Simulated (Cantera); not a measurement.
An adiabatic, constant-pressure homogeneous reactor starts with C₃H₈ : O₂ : N₂ = 1 : 6.76 : 25.4 (molar parts), equivalence ratio 0.74, at 1500 K and 0.572 atm. Integrator tolerance rtol = 1e-08.

Computed with Cantera and GRI-Mech 3.0 (53 species, 325 reactions). GRI-Mech 3.0 was tuned for natural gas; its chemistry of propane as a main component is partial and can be far from experiment.

### Question
What does this change do: pressure from 0.572 atm to 0.780 atm?

### Answer
```tsv
quantity	before	after
time of steepest temperature rise	0.110 ms	90.0 µs
temperature at 1.00 s	2614 K	2632 K
equilibrium temperature	2614 K	2632 K
x(C₃H₈) at 1.00 s	<1e-12 (gas-phase equilibrium <1e-12)	<1e-12 (gas-phase equilibrium <1e-12)
x(O₂) at 1.00 s	0.0515 (gas-phase equilibrium 0.0515)	0.0510 (gas-phase equilibrium 0.0510)
x(NO) at 1.00 s	0.0132 (gas-phase equilibrium 0.0132)	0.0135 (gas-phase equilibrium 0.0135)
x(CH₂CO) at 1.00 s	<1e-12 (gas-phase equilibrium <1e-12)	<1e-12 (gas-phase equilibrium <1e-12)
x(C₂H₄) at 1.00 s	<1e-12 (gas-phase equilibrium <1e-12)	<1e-12 (gas-phase equilibrium <1e-12)
```

### Question
What does this change do: constant volume in place of constant pressure?

### Answer
```csv
quantity,before,after
time of steepest temperature rise,0.110 ms,0.100 ms
temperature at 1.00 s,2614 K,2775 K
equilibrium temperature,2614 K,2775 K
x(C₃H₈) at 1.00 s,<1e-12 (gas-phase equilibrium <1e-12),<1e-12 (gas-phase equilibrium <1e-12)
x(O₂) at 1.00 s,0.0515 (gas-phase equilibrium 0.0515),0.0516 (gas-phase equilibrium 0.0516)
x(NO) at 1.00 s,0.0132 (gas-phase equilibrium 0.0132),0.0168 (gas-phase equilibrium 0.0168)
x(CH₂CO) at 1.00 s,<1e-12 (gas-phase equilibrium <1e-12),<1e-12 (gas-phase equilibrium <1e-12)
x(C₂H₄) at 1.00 s,<1e-12 (gas-phase equilibrium <1e-12),<1e-12 (gas-phase equilibrium <1e-12)
```
